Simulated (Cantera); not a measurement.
Cantera run, input and output.

```python
import numpy as np
import cantera as ct

gas = ct.Solution("gri30.yaml")
gas.TPX = 1475, 14000, {'CO': 0.001, 'O2': 0.0031, 'H2O': 0.024, 'N2': 1}
reactor = ct.IdealGasConstPressureReactor(gas, energy="off", clone=False)
net = ct.ReactorNet([reactor])
net.rtol, net.atol = 1e-08, 1e-18
show = ['CO', 'O2', 'H2O', 'NO2', 'CO2', 'OH', 'H']
times = np.geomspace(3e-06, 30, 14)

steps = ct.SolutionArray(gas, extra=["t"])
rows = []
print(f"{'t/s':>10s}{'T/K':>9s}{'P/Pa':>11s}" + "".join(f"{s:>11s}" for s in show))
for t in times:
    while net.time < t:
        t_next = net.step()
        steps.append(gas.state, t=t_next)
    rows.append([np.interp(t, steps.t, y) for y in (steps.T, steps.P, *steps(*show).X.T)])
    print(f"{t:10.3e}{rows[-1][0]:9.1f}{rows[-1][1]:11.4g}" + "".join(f"{x:11.3e}" for x in rows[-1][2:]))
rate = np.gradient(steps.T, steps.t)
print("integrator steps:", len(steps.t))
if steps.T.max() > steps.T[0] + 200:
    print(f"time of steepest temperature rise: {steps.t[rate.argmax()]:.4e} s")
gas.TPX = 1475, 14000, {'CO': 0.001, 'O2': 0.0031, 'H2O': 0.024, 'N2': 1}
gas.equilibrate("TP")
print(f"equilibrium (TP): T = {gas.T:.1f} K  " + "  ".join(f"{s} {gas[s].X[0]:.3e}" for s in show))
```

It prints:

```
       t/s      T/K       P/Pa         CO         O2        H2O        NO2        CO2         OH          H
 3.000e-06   1475.0    1.4e+04  9.727e-04  3.015e-03  2.334e-02  1.521e-30  2.080e-12  3.635e-12  3.512e-14
 1.037e-05   1475.0    1.4e+04  9.727e-04  3.015e-03  2.334e-02  5.957e-29  7.207e-12  1.267e-11  1.534e-13
 3.581e-05   1475.0    1.4e+04  9.727e-04  3.015e-03  2.334e-02  2.652e-27  2.516e-11  4.512e-11  8.932e-13
 1.237e-04   1475.0    1.4e+04  9.727e-04  3.015e-03  2.334e-02  1.546e-25  9.025e-11  1.713e-10  6.908e-12
 4.275e-04   1475.0    1.4e+04  9.727e-04  3.015e-03  2.334e-02  1.224e-23  3.598e-10  7.510e-10  5.467e-11
 1.477e-03   1475.0    1.4e+04  9.727e-04  3.015e-03  2.334e-02  1.022e-21  2.078e-09  3.997e-09  3.500e-10
 5.104e-03   1475.0    1.4e+04  9.726e-04  3.015e-03  2.334e-02  7.406e-20  2.675e-08  3.055e-08  2.483e-09
 1.763e-02   1475.0    1.4e+04  9.709e-04  3.015e-03  2.334e-02  1.472e-17  1.766e-06  1.215e-06  9.568e-08
 6.093e-02   1475.0    1.4e+04  1.246e-04  2.695e-03  2.281e-02  4.051e-13  8.481e-04  2.410e-04  1.397e-04
 2.105e-01   1475.0    1.4e+04  1.933e-05  2.577e-03  2.306e-02  4.979e-12  9.536e-04  1.701e-04  4.986e-05
 7.273e-01   1475.0    1.4e+04  4.594e-06  2.529e-03  2.327e-02  1.872e-11  9.685e-04  8.211e-05  5.659e-06
 2.513e+00   1475.0    1.4e+04  8.218e-07  2.525e-03  2.333e-02  3.602e-11  9.723e-04  3.508e-05  4.397e-07
 8.683e+00   1475.0    1.4e+04  2.276e-07  2.526e-03  2.334e-02  4.146e-11  9.729e-04  1.873e-05  6.678e-08
 3.000e+01   1475.0    1.4e+04  1.742e-07  2.527e-03  2.335e-02  4.574e-11  9.730e-04  1.646e-05  4.533e-08
integrator steps: 1241
equilibrium (TP): T = 1475.0 K  CO 1.763e-07  O2 2.461e-03  H2O 2.335e-02  NO2 3.053e-08  CO2 9.730e-04  OH 1.635e-05  H 4.557e-08
```

Detailed kinetics in Cantera: GRI-Mech 3.0 (53 species, 325 reactions).
